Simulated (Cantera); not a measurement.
Input: 1 mol Al₂O₃, 0.0048 mol C, 1.2 mol N₂, at 2273.15 K and 13.3 mbar.

These are equilibrium values from Cantera (NASA tables, ideal gas, pure condensed phases), not measurements of a reactor. Candidate condensed phases: Al, AlN, Al₂O₃, C; 32 gas species. Kinetics and transport are ignored.

Base state: N₂ 0.994, CO 0.00397, Al 0.00189, Al₂O 0.000564, AlO 4.22e-5 (mole fractions); condensed: Al₂O₃(s).

Problem. What changes in the equilibrium state with this change: pressure from 13.3 mbar to 1.00 bar?

Solution. 
| species | before | after |
|---|---|---|
| N₂ | 0.994 | 0.994 |
| CO | 0.00397 | 0.00397 |
| Al₂O | 0.000564 | 0.00116 |
| Al | 0.00189 | 0.00110 |
| AlO | 4.22e-5 | 1.98e-6 |
| Al₂O₃(s), mol | 0.998 | 0.998 |

Problem. What changes in the equilibrium state with this change: C from 0.0048 to 0.98 mol?

Solution. 
```tsv
species	before	after
N₂	0.994	0.439
CO	0.00397	0.358
Al₂O	0.000564	0.107
Al	0.00189	0.0964
Al₂	4.15e-9	1.08e-5
CO₂	3.82e-6	2.50e-5
AlO	4.22e-5	0.000156
Al₂O₃(s), mol	0.998	0.576
```
